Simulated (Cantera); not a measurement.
# Thermodynamics of chemical vapour transport, feed MgO + HI + H₂

A closed system holds: 1 mol MgO, 0.018 mol HI, 0.15 mol H₂, equilibrated at 10.0 mbar.

Equilibrium computed with Cantera from the NASA thermochemical tables; the gas is ideal and each condensed phase is pure. Candidate condensed phases: H₂O, I₂, Mg, MgI₂, MgO, Mg(OH)₂; 20 gas species. The numbers say what is thermodynamically allowed, not how fast it happens.

```csv
T (K),log p H₂,log p HI,log p I,log p H₂O,log p MgI₂,log p I₂,n MgO(s)
825,-2.05,-2.98,-4.87,-5.95,-5.95,-5.52,1.000
875,-2.05,-2.99,-4.57,-5.70,-5.70,-5.48,1.000
925,-2.05,-3.00,-4.31,-5.49,-5.49,-5.46,1.000
975,-2.05,-3.01,-4.09,-5.30,-5.30,-5.46,1.000
1025,-2.05,-3.04,-3.89,-5.14,-5.14,-5.47,1.000
1075,-2.05,-3.07,-3.73,-5.01,-5.01,-5.51,1.000
1125,-2.05,-3.11,-3.59,-4.91,-4.91,-5.56,1.000
1175,-2.05,-3.17,-3.47,-4.82,-4.82,-5.64,1.000
1225,-2.05,-3.22,-3.38,-4.76,-4.76,-5.73,1.000
1275,-2.05,-3.29,-3.31,-4.71,-4.71,-5.84,1.000
1325,-2.05,-3.36,-3.25,-4.68,-4.68,-5.96,1.000
1375,-2.05,-3.44,-3.20,-4.66,-4.66,-6.09,1.000
```
log p: log10 of the partial pressure in bar; n: condensed amount in mol.

From 825 K to 1375 K the condensed part is MgO(s). The main Mg-bearing gas is MgI₂ throughout.
